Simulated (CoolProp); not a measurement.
Carbonyl sulfide along the isotherm 449.5 K: fugacity coefficient from the reference equation and from simpler models built on Tc = 378.8 K, pc = 63.69 bar, ω = 0.098; each cubic takes its own stable root.

Model: reference Helmholtz-energy equation of state, Lemmon 2006, in CoolProp. It is a short technical equation, of lower accuracy than the large ones.

| p (bar) | phase | reference |
|---|---|---|
| 31.8 | gas | 0.9047 |
| 63.7 | supercritical | 0.8134 |
| 95.5 | supercritical | 0.7273 |
| 127 | supercritical | 0.6497 |
| 159 | supercritical | 0.5846 |
| 191 | supercritical | 0.5353 |
| 223 | supercritical | 0.4988 |
| 255 | supercritical | 0.4716 |
| 287 | supercritical | 0.4512 |
| 318 | supercritical | 0.4361 |

Question: How far does each simpler model (van der Waals, Redlich-Kwong, Soave-Redlich-Kwong, Peng-Robinson) lie from the reference over these 10 states: mean and median of the absolute difference, and the worst?

Answer: 
- van der Waals: mean 1.8 %, median 1.5 %, worst +4.8 % at 449.5 K and 318 bar
- Redlich-Kwong: mean 1.0 %, median 0.9 %, worst +2.1 % at 449.5 K and 318 bar
- Soave-Redlich-Kwong: mean 3.3 %, median 3.3 %, worst +6.9 % at 449.5 K and 318 bar
- Peng-Robinson: mean 2.8 %, median 2.8 %, worst -3.5 % at 449.5 K and 127 bar
